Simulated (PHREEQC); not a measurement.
A made-up water analysis in mg/L, 25 °C, pH 6.26, pe 8.7: Na 1.99; K 4.11; Ca 4.32; Mg 1.6; Cl 2.2; S(6) as SO4 8.52; Alkalinity as HCO3 19.5; N(5) as NO3 0.129; Cd 0.0434.

Valence states are taken as typed.

Model: ion-association model, wateq4f.dat, run in PHREEQC.

Precipitation was switched off in this run.

Estimate the charge-balance error.

charge-balance error -2.0 %.

In which forms is Cd present?

Cd+2 97 %, CdSO4 1.9 %, CdHCO3+ 0.9 %, CdCl+ 0.5 % of the Cd.
